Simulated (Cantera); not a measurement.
Feed: 1 mol Si2Cl6, 0.22 mol Cl2, 61 mol N2, held at 1.33 mbar.

Method: chemical equilibrium by Gibbs-energy minimisation in Cantera with the NASA 1993 tables (ideal gas, pure condensed phases). Candidate condensed phases: Si, Si3N4; 13 gas species. The feed counts by its element totals alone. N2 is the only nitrogen source here; it is nearly inert below about 1500 K, so the nitride shown seldom forms there in practice. Kinetics and transport are ignored.

Q: Which condensed phases are stable at each of these points (T (°C)): 527, 627, 727, 827, 927, 1027, 1127, 1227?

A: 
| T (°C) | condensed phases | Si condensed (%) |
|---|---|---|
| 527 | Si3N4(s) | 19.5 |
| 627 | Si3N4(s) | 19.5 |
| 727 | Si3N4(s) | 19.4 |
| 827 | Si3N4(s) | 18.8 |
| 927 | Si3N4(s) | 14.4 |
| 1027 | gas only | 0.0 |
| 1127 | gas only | 0.0 |
| 1227 | gas only | 0.0 |

From 527 °C to 927 °C the condensed part is Si3N4(s). From 1027 °C to 1227 °C nothing is condensed.
